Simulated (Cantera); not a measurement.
Mixture: CH4 : CO : O2 : N2 = 1 : 0.38 : 1.68 : 6.33 (molar parts), equivalence ratio 1.3, at 10.0 bar, adiabatic and at constant volume. Ignition delay is the time to a rise of 400 K.

Detailed kinetics in Cantera: GRI-Mech 3.0 (53 species, 325 reactions).

What does this change do: 0.35 parts H2 added?


```json
[
 {"quantity": "delay at 1298 K", "before": "2.16 ms", "after": "0.238 ms"},
 {"quantity": "delay at 1448 K", "before": "0.381 ms", "after": "82.2 µs"},
 {"quantity": "delay at 1598 K", "before": "84.8 µs", "after": "29.8 µs"},
 {"quantity": "delay at 1748 K", "before": "23.6 µs", "after": "11.8 µs"},
 {"quantity": "apparent activation energy between 1673 and 1823 K", "before": "200 kJ/mol", "after": "150 kJ/mol"}
]
```

What does this change do: CO 0.38 to 0.12 parts?


| quantity | before | after |
|---|---|---|
| delay at 1298 K | 2.16 ms | 1.75 ms |
| delay at 1448 K | 0.381 ms | 0.336 ms |
| delay at 1598 K | 84.8 µs | 78.8 µs |
| delay at 1748 K | 23.6 µs | 22.6 µs |
| apparent activation energy between 1673 and 1823 K | 200 kJ/mol | 190 kJ/mol |
